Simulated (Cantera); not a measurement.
A closed system holds: 1 mol FeS₂, 300 mol H₂, 0.68 mol N₂, held at 1.00 mbar.

Equilibrium computed with Cantera from the NASA thermochemical tables; the gas is ideal and each condensed phase is pure. Candidate condensed phases: Fe, FeS, FeS₂, S; 16 gas species. FeS: taken at fixed stoichiometry. Kinetics and transport are ignored. All values below are at 1000 K.

Base state: H₂ 0.994, H₂S 0.00332, N₂ 0.00226 (mole fractions); condensed: FeS(s).

What changes in the equilibrium state with this change: H₂ from 300 to 2.1 mol?


```csv
species,before,after
H₂,0.994,0.437
H₂S,0.00332,0.299
N₂,0.00226,0.238
S₂,6.06e-7,0.0255
SH,6.36e-7,8.65e-5
"FeS(s), mol",1.00,1.00
```
Gases not in the tables: S₃ to S₇.
